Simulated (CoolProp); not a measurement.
Model: reference Helmholtz-energy equation of state, Zhou 2011, in CoolProp.

Q: Give the vapour pressure (bar), liquid density (kg/m³), vapour density (kg/m³), enthalpy of vaporisation (kJ/kg) of saturated dimethyl carbonate at 403 K.

A: 
```json
[
 {"T (K)": "403", "p (bar)": "3.11", "liquid density (kg/m³)": "915", "vapour density (kg/m³)": "8.94", "enthalpy of vaporisation (kJ/kg)": "346"}
]
```
